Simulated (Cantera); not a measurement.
Input (Python, Cantera) and output of one run.

```python
import numpy as np
import cantera as ct

gas_names = """
    C CO CO2 C2 C2O C3 C3O2 C4 C5 O O2 O3 Ta TaO TaO2
""".split()
cond_names = """
    C(gr) Ta(cr) Ta(L) TaC(s) TaC(L) Ta2O5(s) Ta2O5(L)
""".split()


def load(file, names, dense=False):
    # The tables refer to 1 bar. Condensed volumes are neglected.
    table = {s.name: s for s in ct.Species.list_from_file(file)}
    out = []
    for n in names:
        d = dict(table[n].input_data)
        d["thermo"] = dict(d["thermo"], **{"reference-pressure": 1e5})
        if dense:
            d["equation-of-state"] = {"model": "constant-volume", "density": "1e6 g/cm^3"}
        out.append(ct.Species.from_dict(d))
    return out


gas = ct.Solution(thermo="ideal-gas", species=load("nasa_gas.yaml", gas_names))
cond = {s.name: ct.Solution(thermo="fixed-stoichiometry", species=[s], name=s.name)
        for s in load("nasa_condensed.yaml", cond_names, dense=True)}
atoms = {
    'Ta2O5': {'Ta': 2, 'O': 5},
    'C': {'C': 1},
    'CO': {'C': 1, 'O': 1},
}
top_T = {'C(gr)': 4500}  # K; cautious upper limits of use, not melting points


def equilibrate(T, P, feed):
    n = {}
    for name, mol in feed.items():
        for a, k in atoms[name].items():
            n[a] = n.get(a, 0.0) + k * mol
    gas.TPX = T, P, n
    mass = sum(n.values()) * gas.mean_molecular_weight
    gas.equilibrate("TP")
    valid = [c for c in cond.values() if c.min_temp <= T <= top_T.get(c.name, c.max_temp)]
    mix = ct.Mixture([(gas, mass / gas.mean_molecular_weight)] + [(c, 0.0) for c in valid])
    mix.T, mix.P = T, P
    mix.equilibrate("TP", solver="vcs", rtol=1e-11, max_steps=5000)
    return mix


results = []
feed = {'Ta2O5': 1, 'C': 1.1, 'CO': 0.014}  # mol
P = 59000  # Pa
for T in [825, 925, 1025, 1125, 1225, 1325, 1425, 1525, 1625, 1725, 1825, 1925]:
    mix = equilibrate(T, P, feed)
    results.append((T, P, feed, dict(zip(mix.species_names, mix.species_moles))))
    x = sorted(zip(gas.X, gas.species_names), reverse=True)
    print(f"T = {T:g} K  P = {P:g} Pa  gas = {mix.phase_moles(0):.4g} mol")
    print("   x: " + "  ".join(f"{s} {v:.3e}" for v, s in x if v > 0.001))
    print("   condensed (mol): " + ("  ".join(f"{mix.phase(i).name} {mix.phase_moles(i):.4g}"
          for i in range(1, mix.n_phases) if mix.phase_moles(i) > 1e-12) or "none"))
```

Output:

```
T = 825 K  P = 59000 Pa  gas = 0.007676 mol
   x: CO2 8.239e-01  CO 1.761e-01
   condensed (mol): C(gr) 1.106  Ta2O5(s) 1
T = 925 K  P = 59000 Pa  gas = 0.00946 mol
   x: CO 5.201e-01  CO2 4.799e-01
   condensed (mol): C(gr) 1.105  Ta2O5(s) 1
T = 1025 K  P = 59000 Pa  gas = 0.0122 mol
   x: CO 8.525e-01  CO2 1.475e-01
   condensed (mol): C(gr) 1.102  Ta2O5(s) 1
T = 1125 K  P = 59000 Pa  gas = 0.01356 mol
   x: CO 9.677e-01  CO2 3.230e-02
   condensed (mol): C(gr) 1.1  Ta2O5(s) 1
T = 1225 K  P = 59000 Pa  gas = 0.01389 mol
   x: CO 9.922e-01  CO2 7.778e-03
   condensed (mol): C(gr) 1.1  Ta2O5(s) 1
T = 1325 K  P = 59000 Pa  gas = 0.01397 mol
   x: CO 9.977e-01  CO2 2.268e-03
   condensed (mol): C(gr) 1.1  Ta2O5(s) 1
T = 1425 K  P = 59000 Pa  gas = 0.7993 mol
   x: CO 9.982e-01  CO2 1.795e-03
   condensed (mol): TaC(s) 0.3147  Ta2O5(s) 0.8427
T = 1525 K  P = 59000 Pa  gas = 0.7993 mol
   x: CO 9.982e-01  CO2 1.779e-03
   condensed (mol): TaC(s) 0.3147  Ta2O5(s) 0.8427
T = 1625 K  P = 59000 Pa  gas = 0.7993 mol
   x: CO 9.982e-01  CO2 1.766e-03
   condensed (mol): TaC(s) 0.3147  Ta2O5(s) 0.8427
T = 1725 K  P = 59000 Pa  gas = 0.7993 mol
   x: CO 9.982e-01  CO2 1.756e-03
   condensed (mol): TaC(s) 0.3147  Ta2O5(s) 0.8427
T = 1825 K  P = 59000 Pa  gas = 0.7993 mol
   x: CO 9.983e-01  CO2 1.748e-03
   condensed (mol): TaC(s) 0.3147  Ta2O5(s) 0.8427
T = 1925 K  P = 59000 Pa  gas = 0.7993 mol
   x: CO 9.983e-01  CO2 1.742e-03
   condensed (mol): TaC(s) 0.3147  Ta2O5(s) 0.8427
```

Method: chemical equilibrium by Gibbs-energy minimisation in Cantera with the NASA 1993 tables (ideal gas, pure condensed phases). Mutual solubility and eutectic melting of coexisting phases are not modelled. TaC: taken at fixed stoichiometry. Condensed phases not in the tables: Ta2C.
